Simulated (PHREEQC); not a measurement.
A made-up water analysis in mg/kgw, 25 °C, pH 1.97, pe 9.5: Na 2180; K 97.6; Ca 135; Mg 326; Cl 207; S(6) as SO4 6900; Zn 34.6.

Cl is adjusted to close the charge balance.
Valence states are taken as typed.

Computed with PHREEQC (ion-association model, phreeqc.dat).

No solid was allowed to form.

Task: Order these Zn species by the share of Zn that they hold, largest first: ZnSO4, Zn+2, Zn(SO4)2-2, ZnCl+.

Result: Zn+2 (46 %), ZnSO4 (40 %), Zn(SO4)2-2 (13 %), ZnCl+ (0.73 %)

The pH is 1.97 and the ionic strength 0.172 mol/kgw.
